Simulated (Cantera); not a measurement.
An isothermal, constant-pressure homogeneous reactor starts with CO : O2 : H2O : N2 = 0.0015 : 0.084 : 0.022 : 1 (molar parts), equivalence ratio 0.0089, at 898 K and 500000 Pa. Integrator tolerance rtol = 1e-08.

Model: GRI-Mech 3.0 (53 species, 325 reactions), integrated in Cantera.

What does this change do: 0.076 parts CH4 added?


| quantity | before | after |
|---|---|---|
| x(CO) at 4.00 s | 0.00128 (gas-phase equilibrium <1e-12) | 0.00134 (gas-phase equilibrium 0.0215) |
| x(O2) at 4.00 s | 0.0758 (gas-phase equilibrium 0.0752) | 0.0706 (gas-phase equilibrium <1e-12) |
| x(H2O) at 4.00 s | 0.0199 (gas-phase equilibrium 0.0199) | 0.0190 (gas-phase equilibrium 0.0573) |
| x(OH) at 4.00 s | 1.37e-9 (gas-phase equilibrium 2.89e-9) | 1.78e-10 (gas-phase equilibrium <1e-12) |
| x(H2O2) at 4.00 s | 1.91e-7 (gas-phase equilibrium 8.04e-12) | 2.40e-6 (gas-phase equilibrium <1e-12) |
| x(CO2) at 4.00 s | 7.72e-5 (gas-phase equilibrium 0.00136) | 1.37e-5 (gas-phase equilibrium 0.0376) |
| x(H) at 4.00 s | 9.60e-12 (gas-phase equilibrium <1e-12) | 1.30e-10 (gas-phase equilibrium 1.36e-11) |
Below about 1000 K GRI-Mech 3.0 lacks low-temperature oxidation paths. The temperature is held fixed by assumption; the heat of reaction is taken as removed at once.

What does this change do: temperature 898 to 1375 K?


```json
[
 {"quantity": "x(CO) at 4.00 s", "before": "0.00128 (gas-phase equilibrium <1e-12)", "after": "1.41e-9 (gas-phase equilibrium 1.41e-9)"},
 {"quantity": "x(O2) at 4.00 s", "before": "0.0758 (gas-phase equilibrium 0.0752)", "after": "0.0752 (gas-phase equilibrium 0.0750)"},
 {"quantity": "x(H2O) at 4.00 s", "before": "0.0199 (gas-phase equilibrium 0.0199)", "after": "0.0199 (gas-phase equilibrium 0.0199)"},
 {"quantity": "x(OH) at 4.00 s", "before": "1.37e-9 (gas-phase equilibrium 2.89e-9)", "after": "5.52e-6 (gas-phase equilibrium 5.52e-6)"},
 {"quantity": "x(H2O2) at 4.00 s", "before": "1.91e-7 (gas-phase equilibrium 8.04e-12)", "after": "1.15e-9 (gas-phase equilibrium 1.15e-9)"},
 {"quantity": "x(CO2) at 4.00 s", "before": "7.72e-5 (gas-phase equilibrium 0.00136)", "after": "0.00136 (gas-phase equilibrium 0.00136)"},
 {"quantity": "x(H) at 4.00 s", "before": "9.60e-12 (gas-phase equilibrium <1e-12)", "after": "1.54e-10 (gas-phase equilibrium 1.54e-10)"}
]
```
